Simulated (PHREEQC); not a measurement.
Consider water at 15 °C with 0.59 mol/kgw K2CO3, 0.091 mol/kgw H3BO3 and 0.61 mol/kgw NaCl. Closed to the air; pH follows from the charge balance.

Model: Pitzer model, pitzer.dat, run in PHREEQC.

The pH comes out as 10.45 and the ionic strength comes out as 2.29 mol/kgw. The activity of water comes out as 0.956 and the density is 1.094 g/cm³. The osmotic coefficient comes out as 0.811. The total alkalinity is 1180 meq/kg.

```csv
species,molality,activity,log γ
K+,1.18,0.624,-0.277
Cl-,0.610,0.342,-0.251
Na+,0.610,0.294,-0.318
CO3-2,0.502,0.0445,-1.053
HCO3-,0.0875,0.0432,-0.307
B(OH)4-,0.0871,0.0376,-0.365
B(OH)3,0.00337,0.00241,-0.147
OH-,0.000158,0.000123,-0.109
B4O5(OH)4-2,0.000102,2.26e-6,-1.652
B3O3(OH)4-,4.84e-5,1.28e-5,-0.578
CO2,3.29e-6,4.09e-6,0.095
```

Precipitation was switched off in this run. Species that the database lacks are ignored. In brines, pH and single-ion activities rest on the MacInnes convention.
